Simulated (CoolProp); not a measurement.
Vapour-liquid equilibrium of R114 (1) + n-pentane (2) at 76.95 °C; x and y are mole fractions of (1).

Values from CoolProp's multi-fluid Helmholtz-energy mixture model, Platzer 1990 and Thol 2019; pair parameters Bell 2016. This equation is an older, rougher fit; its heat capacities, sound speeds and derivatives of the liquid may be far off and weren't checked against measurements.

Task: Give the bubble pressure and the first vapour's composition at x = 0.35, 0.8, 0.95. Is there an azeotrope?

Result: x = 0.35: 5.947 bar, y = 0.576; x = 0.8: 8.002 bar, y = 0.870; x = 0.95: 8.531 bar, y = 0.965. No azeotrope shows between x = 0.05 and 0.95.

Pair parameters are fitted to limited data, so mixtures are less certain than the pure fluids.
